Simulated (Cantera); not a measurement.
Charge: 1 mol TEOS, 6.4 mol O₃, 38 mol H₂, equilibrated at 1823.15 K and 540 Pa.

Method: chemical equilibrium by Gibbs-energy minimisation in Cantera with the NASA 1993 tables (ideal gas, pure condensed phases). Candidate condensed phases: C, C₆H₆, C₇H₈, C₈H₁₈, H₂O, Si, SiC, SiO₂; 123 gas species. The feed counts by its element totals alone. The tables hold silica as quartz up to 1696 K and as liquid above; real silica turns to tridymite and cristobalite and melts near 1996 K. Kinetics and transport are ignored.

Base state: H₂ 0.627, H₂O 0.224, CO 0.130, CO₂ 0.0119, H 0.00467, SiO 0.00177, OH 0.000117 (mole fractions); condensed: SiO₂(condensed).

Problem. What changes in the equilibrium state with this change: H₂ from 38 to 0.23 mol?

Solution. 
| species | before | after |
|---|---|---|
| H₂O | 0.224 | 0.470 |
| CO₂ | 0.0119 | 0.252 |
| CO | 0.130 | 0.186 |
| H₂ | 0.627 | 0.0888 |
| SiO | 0.00177 | 0.000120 |
| O₂ | 1.06e-7 | 2.31e-5 |
| OH | 0.000117 | 0.000649 |
| H | 0.00467 | 0.00176 |
| SiO₂(condensed), mol | 0.900 | 0.998 |

Problem. What changes in the equilibrium state with this change: temperature from 1823.15 K to 1275 K?

Solution. 
```json
[
 {"species": "H₂", "before": "0.627", "after": "0.645"},
 {"species": "H₂O", "before": "0.224", "after": "0.212"},
 {"species": "CO", "before": "0.130", "after": "0.119"},
 {"species": "CO₂", "before": "0.0119", "after": "0.0236"},
 {"species": "SiO", "before": "0.00177", "after": "<1e-9"},
 {"species": "OH", "before": "0.000117", "after": "3.08e-8"},
 {"species": "H", "before": "0.00467", "after": "8.06e-6"},
 {"species": "SiO₂(condensed), mol", "before": "0.900", "after": "0"},
 {"species": "SiO₂(β-quartz), mol", "before": "0", "after": "1.00"}
]
```

Problem. What changes in the equilibrium state with this change: O₃ from 6.4 to 9.7 mol?

Solution. 
| species | before | after |
|---|---|---|
| H₂ | 0.627 | 0.466 |
| H₂O | 0.224 | 0.387 |
| CO | 0.130 | 0.117 |
| CO₂ | 0.0119 | 0.0250 |
| SiO | 0.00177 | 0.000763 |
| OH | 0.000117 | 0.000233 |
| H | 0.00467 | 0.00403 |
| SiO₂(condensed), mol | 0.900 | 0.957 |
